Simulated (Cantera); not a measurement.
**Pyrogenic steam for wet oxidation**

An isothermal, constant-pressure homogeneous reactor starts with H₂ : O₂ : N₂ = 0.32 : 1 : 9.4 (molar parts), at 1073 K and 0.320 bar.

Computed with Cantera and GRI-Mech 3.0 (53 species, 325 reactions).

```csv
t (s),x H₂,x O₂,x HO₂,x O,x H₂O,x H₂O₂,x NO
0.000700,0.0279,0.0923,1.43e-5,0.000350,0.00145,1.83e-7,5.23e-10
0.00283,0.000220,0.0795,6.42e-6,0.000137,0.0300,7.27e-7,4.49e-7
0.0114,2.05e-5,0.0795,1.07e-6,8.62e-6,0.0303,1.74e-7,4.40e-7
0.0463,1.35e-6,0.0795,1.22e-7,8.32e-7,0.0303,3.05e-8,4.35e-7
0.187,4.96e-8,0.0795,1.50e-8,1.11e-7,0.0303,5.11e-9,4.40e-7
0.756,4.31e-9,0.0795,2.86e-9,2.12e-8,0.0303,1.04e-9,4.46e-7
3.06,8.71e-10,0.0795,8.03e-10,4.84e-9,0.0303,2.45e-10,4.49e-7
12.4,2.35e-10,0.0795,5.00e-10,1.31e-9,0.0303,6.75e-11,4.48e-7
50.0,1.34e-10,0.0795,5.43e-10,6.72e-10,0.0303,3.50e-11,4.47e-7
```
x: mole fraction; the columns are a selection and need not sum to one.

Equilibrium at this temperature and pressure: H₂ 1.27e-10, O₂ 0.0795, HO₂ 5.53e-10, O 6.24e-10, H₂O 0.0303, H₂O₂ 3.26e-11, NO 4.35e-5 (gas phase only).
